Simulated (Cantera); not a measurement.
Source: NASA polynomial tables (part measured, part estimated), evaluated in Cantera. Values are per mole of reaction as written; species without (g) are pure solids or liquids, kept so even where they would boil at 1 bar. The tables' values for BOCl are old estimates.

O2(g) + 2 H2(g) + 2 BOCl(g) ⇌ 2 HBO2(g) + 2 HCl(g), with ΔH° = -673.4 kJ and ΔS° = -88.3 J/K at 300 K.

Problem. How far is the shortcut ΔG° ≈ ΔH°(300 K) − T·ΔS°(300 K) from the full temperature-dependent value at 950, 1100, 1250, 1400, 1550, 1700, 1850, 2000, 2150, 2300 K?

Solution. 
```tsv
T (K)	shortcut (kJ)	full (kJ)	difference (kJ)	difference in log10 K
950	-589.5	-576.2	-13.3	0.73
1100	-576.2	-558.1	-18.1	0.86
1250	-563.0	-539.8	-23.2	0.97
1400	-549.7	-521.3	-28.5	1.06
1550	-536.5	-502.6	-33.9	1.14
1700	-523.2	-483.9	-39.4	1.21
1850	-510.0	-465.0	-44.9	1.27
2000	-496.7	-446.2	-50.5	1.32
2150	-483.5	-427.3	-56.2	1.37
2300	-470.2	-408.4	-61.9	1.41
```
The shortcut ignores the heat-capacity change of the reaction.
